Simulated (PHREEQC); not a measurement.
0.15 g of hydrous ferric oxide (600 m²/g; 0.2 weak and 0.005 strong sites per Fe, Dzombak-Morel constants, diffuse double layer) in 1 kg of water with 0.01 mol/kgw of an inert sodium salt and 3.4e-05 mol Na2HAsO4 and 2.2e-05 mol NaH2PO4, at 25 °C; the pH is set by adding NaOH or the inert anion's acid. O2 is buffered at 0.21 atm. No CO2 enters from the air. Precipitation was switched off in this run.

Computed with PHREEQC (ion-association model, wateq4f.dat).

```json
[
 {"pH": "4", "As sorbed (%)": "100.0", "P sorbed (%)": "100.0", "surface charge σ (C/m²)": "0.161", "surface potential ψ (mV)": "170"},
 {"pH": "4.67", "As sorbed (%)": "100.0", "P sorbed (%)": "100.0", "surface charge σ (C/m²)": "0.101", "surface potential ψ (mV)": "146"},
 {"pH": "5.33", "As sorbed (%)": "100.0", "P sorbed (%)": "100.0", "surface charge σ (C/m²)": "0.056", "surface potential ψ (mV)": "116"},
 {"pH": "6", "As sorbed (%)": "100.0", "P sorbed (%)": "100.0", "surface charge σ (C/m²)": "0.028", "surface potential ψ (mV)": "82"},
 {"pH": "6.67", "As sorbed (%)": "100.0", "P sorbed (%)": "99.9", "surface charge σ (C/m²)": "0.012", "surface potential ψ (mV)": "46"},
 {"pH": "7.33", "As sorbed (%)": "99.8", "P sorbed (%)": "98.9", "surface charge σ (C/m²)": "0.002", "surface potential ψ (mV)": "9"},
 {"pH": "8.67", "As sorbed (%)": "87.8", "P sorbed (%)": "39.3", "surface charge σ (C/m²)": "-0.017", "surface potential ψ (mV)": "-59"},
 {"pH": "9.33", "As sorbed (%)": "62.4", "P sorbed (%)": "7.6", "surface charge σ (C/m²)": "-0.029", "surface potential ψ (mV)": "-84"},
 {"pH": "10", "As sorbed (%)": "32.0", "P sorbed (%)": "1.1", "surface charge σ (C/m²)": "-0.048", "surface potential ψ (mV)": "-108"},
 {"pH": "10.67", "As sorbed (%)": "10.0", "P sorbed (%)": "0.1", "surface charge σ (C/m²)": "-0.078", "surface potential ψ (mV)": "-132"},
 {"pH": "11.33", "As sorbed (%)": "1.9", "P sorbed (%)": "0.0", "surface charge σ (C/m²)": "-0.132", "surface potential ψ (mV)": "-154"},
 {"pH": "12", "As sorbed (%)": "0.3", "P sorbed (%)": "0.0", "surface charge σ (C/m²)": "-0.230", "surface potential ψ (mV)": "-168"}
]
```

Species that the database lacks are ignored. H3PO4, which wateq4f.dat lacks, is added to it with the constant of phreeqc.dat.
